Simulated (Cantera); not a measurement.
Charge: 1 mol SiH2Cl2, 3.3 mol NH3, at 1523.15 K and 10000 Pa.

These are equilibrium values from Cantera (NASA tables, ideal gas, pure condensed phases), not measurements of a reactor. The tables' values for SiCl3 are old estimates; treat these amounts as uncertain. Kinetics and transport are ignored.

```tsv
species	before	after
H2	0.633	0.630
HCl	0.225	0.242
N2	0.131	0.126
SiCl2	0.00830	6.21e-5
SiCl4	0.000915	0.00235
H	5.83e-5	7.54e-7
Cl	1.66e-5	2.50e-7
SiCl3	0.00159	0.000135
SiH2Cl2	1.47e-5	2.02e-6
SiHCl3	0.000289	0.000189
Si3N4(s), mol	0.304	0.326
```
Gas species are given as mole fractions.

Q: What was changed between the two runs?
(A) NH3 from 3.3 to 7.5 mol
(B) pressure from 10000 Pa to 1000 Pa
(C) temperature from 1523.15 K to 1223 K
(D) SiH2Cl2 replaced by SiCl4

A: C, temperature from 1523.15 K to 1223 K
